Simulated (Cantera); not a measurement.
**NO annealing gas**

An isothermal, constant-pressure homogeneous reactor starts with 11.9 % NO, 88.1 % N2, at 2050 K and 0.0100 bar.

Cantera simulation using GRI-Mech 3.0 (53 species, 325 reactions); the numbers are that mechanism's predictions, not measurements. Radical loss at walls, strong at low pressure, is not modelled.

```tsv
t (s)	x NO	x N2O	x O	x NO2	x O2	x N2
0.000800	0.119	1.85e-7	1.90e-7	6.65e-11	1.73e-10	0.881
0.00250	0.119	5.61e-7	6.09e-7	5.87e-10	1.72e-9	0.881
0.00779	0.119	1.60e-6	2.05e-6	4.39e-9	1.76e-8	0.881
0.0243	0.119	3.87e-6	7.50e-6	2.49e-8	1.95e-7	0.881
0.0758	0.119	6.31e-6	2.90e-5	1.11e-7	2.34e-6	0.881
0.237	0.119	6.64e-6	0.000101	3.87e-7	2.71e-5	0.881
0.738	0.118	6.17e-6	0.000294	1.02e-6	0.000274	0.881
2.30	0.114	5.23e-6	0.000623	2.03e-6	0.00211	0.883
7.19	0.0953	3.21e-6	0.00112	3.48e-6	0.0113	0.892
22.4	0.0391	4.67e-7	0.00193	2.67e-6	0.0390	0.920
70.0	0.00601	3.33e-8	0.00230	4.90e-7	0.0553	0.936
```
x: mole fraction; the columns are a selection and need not sum to one.

Equilibrium at this temperature and pressure: NO 0.00494, N2O 3.02e-8, O 0.00231, NO2 4.04e-7, O2 0.0558, N2 0.937 (gas phase only).
